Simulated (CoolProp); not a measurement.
Vapour-liquid equilibrium of R134a (1) + R124 (2) at 0.00145 MPa; x and y are mole fractions of (1).

The numbers come from the multi-fluid Helmholtz-energy mixture model, Tillner-Roth 1994 and de Vries 1995; pair parameters Bell 2016 in CoolProp.

```csv
x,"bubble temperature, mixture model (°C)","bubble temperature, Raoult's law (°C)","y, mixture model","y, Raoult's law"
0.05,-82.8,-82.4,0.131,0.104
0.15,-84.4,-83.6,0.328,0.280
0.25,-85.7,-84.7,0.468,0.425
0.35,-86.8,-85.7,0.574,0.545
0.45,-87.6,-86.6,0.659,0.646
0.55,-88.3,-87.4,0.730,0.732
0.65,-88.9,-88.2,0.793,0.807
0.75,-89.5,-88.9,0.851,0.871
0.85,-89.9,-89.6,0.908,0.927
0.95,-90.3,-90.2,0.968,0.977
```

The largest gap from Raoult's law is -1.1 K in bubble temperature, at x = 0.35. No azeotrope shows between x = 0.05 and 0.95.

The pair parameters rest on a limited set of measurements; away from them the model extrapolates.
